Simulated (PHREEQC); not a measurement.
# Acid rinse or clean: an equilibrium model

Solution (25 °C): 0.0087 mol/kgw HNO3, 6.6e-05 mol/kgw NaCl and 4.9e-05 mol/kgw KCl. Closed to the air; pH follows from the charge balance.

Computed with PHREEQC (ion-association model, phreeqc.dat).

Each row changes one thing in this solution. This is a speciation only: nothing precipitates in the calculation.

| case | pH | SI of Sylvite (KCl) |
|---|---|---|
| as made | 2.10 | -9.24 |
| NaCl from 6.6e-05 to 9.9e-05 mol/kgw | 2.10 | ___ |
| NaCl left out | 2.10 | ___ |
| diluted 10-fold with water | 3.07 | ___ |
| HNO3 from 0.0087 to 0.013 mol/kgw | ___ | -9.25 |

Question: Complete the blanks.

Answer: 
- NaCl from 6.6e-05 to 9.9e-05 mol/kgw, SI of Sylvite (KCl): -9.13
- NaCl left out, SI of Sylvite (KCl): -9.61
- diluted 10-fold with water, SI of Sylvite (KCl): -11.18
- HNO3 from 0.0087 to 0.013 mol/kgw, pH: 1.93
